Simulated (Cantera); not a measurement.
Adiabatic ignition

An adiabatic, constant-pressure homogeneous reactor starts with CH₄ : CO : O₂ : N₂ = 1 : 0.068 : 3.63 : 13.7 (molar parts), at 1148 K and 1.10 bar.

Model: GRI-Mech 3.0 (53 species, 325 reactions), integrated in Cantera.

```json
[
 {"t (s)": "2.00e-6", "T (K)": "1148", "x CH₄": "0.0544", "x CO": "0.00370", "x O₂": "0.197", "x OH": "6.87e-12", "x CH₂CO": "<1e-12"},
 {"t (s)": "7.48e-6", "T (K)": "1148", "x CH₄": "0.0544", "x CO": "0.00370", "x O₂": "0.197", "x OH": "1.48e-11", "x CH₂CO": "<1e-12"},
 {"t (s)": "2.80e-5", "T (K)": "1148", "x CH₄": "0.0544", "x CO": "0.00370", "x O₂": "0.197", "x OH": "1.95e-11", "x CH₂CO": "<1e-12"},
 {"t (s)": "0.000105", "T (K)": "1148", "x CH₄": "0.0544", "x CO": "0.00370", "x O₂": "0.197", "x OH": "3.65e-11", "x CH₂CO": "<1e-12"},
 {"t (s)": "0.000391", "T (K)": "1148", "x CH₄": "0.0544", "x CO": "0.00370", "x O₂": "0.197", "x OH": "1.15e-10", "x CH₂CO": "<1e-12"},
 {"t (s)": "0.00146", "T (K)": "1148", "x CH₄": "0.0544", "x CO": "0.00370", "x O₂": "0.197", "x OH": "5.95e-10", "x CH₂CO": "<1e-12"},
 {"t (s)": "0.00547", "T (K)": "1148", "x CH₄": "0.0543", "x CO": "0.00370", "x O₂": "0.197", "x OH": "3.29e-9", "x CH₂CO": "2.94e-11"},
 {"t (s)": "0.0205", "T (K)": "1149", "x CH₄": "0.0542", "x CO": "0.00370", "x O₂": "0.197", "x OH": "8.24e-9", "x CH₂CO": "1.66e-9"},
 {"t (s)": "0.0765", "T (K)": "2267", "x CH₄": "<1e-12", "x CO": "0.00174", "x O₂": "0.0857", "x OH": "0.00521", "x CH₂CO": "<1e-12"},
 {"t (s)": "0.286", "T (K)": "2255", "x CH₄": "<1e-12", "x CO": "0.00164", "x O₂": "0.0824", "x OH": "0.00492", "x CH₂CO": "<1e-12"},
 {"t (s)": "1.07", "T (K)": "2252", "x CH₄": "<1e-12", "x CO": "0.00162", "x O₂": "0.0817", "x OH": "0.00486", "x CH₂CO": "<1e-12"},
 {"t (s)": "4.00", "T (K)": "2252", "x CH₄": "<1e-12", "x CO": "0.00162", "x O₂": "0.0817", "x OH": "0.00486", "x CH₂CO": "<1e-12"}
]
```
x: mole fraction; the columns are a selection and need not sum to one.

```json
{
 "time_of_steepest_temperature_rise": "69.0 ms",
 "temperature at 4.00 s": "2252 K",
 "equilibrium_temperature": "2252 K",
 "x(CH₄) at 4.00 s": "<1e-12 (gas-phase equilibrium <1e-12)",
 "x(CO) at 4.00 s": "0.00162 (gas-phase equilibrium 0.00162)",
 "x(O₂) at 4.00 s": "0.0817 (gas-phase equilibrium 0.0817)"
}
```
